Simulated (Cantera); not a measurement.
An adiabatic, constant-pressure homogeneous reactor starts with 9.30 % CH₃OH, 6.98 % O₂, 83.7 % N₂, at 1500 K and 13.8 atm.

Detailed kinetics in Cantera: GRI-Mech 3.0 (53 species, 325 reactions). GRI-Mech 3.0 was tuned for natural gas; its chemistry of methanol as a main component is partial and can be far from experiment. The pressure lies above the range GRI-Mech 3.0 was tuned for (to about 10 atm).

One state of this run: T (K) = 2118; x CH₃OH = 1.78e-12; x O₂ = 8.99e-8; x C₂H₄ = <1e-12; x H = 0.000234; x CH₂ = <1e-12; x HO₂ = 1.47e-10; x NO = 5.19e-6. x: mole fraction; the columns are a selection and need not sum to one.

Problem. Which value of t (s) does it belong to?
A. 0.00431
B. 2.81e-5
C. 0.000186
D. 8.00e-6

Solution. A, 0.00431
